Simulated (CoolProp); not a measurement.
Vapour-liquid equilibrium of n-octane (1) + o-xylene (2) at 0.456 bar; x and y are mole fractions of (1).

The numbers come from the multi-fluid Helmholtz-energy mixture model, Beckmüller 2019 and Zhou 2012; pair parameters Bell 2016 in CoolProp.

Problem. Give the bubble temperature and the first vapour's composition at x = 0.5, 0.725, 0.875. Is there an azeotrope?

Solution. x = 0.5: 106.0 °C, y = 0.631; x = 0.725: 102.6 °C, y = 0.813; x = 0.875: 100.7 °C, y = 0.919. No azeotrope shows between x = 0.05 and 0.95.

Pair parameters are fitted to limited data, so mixtures are less certain than the pure fluids.
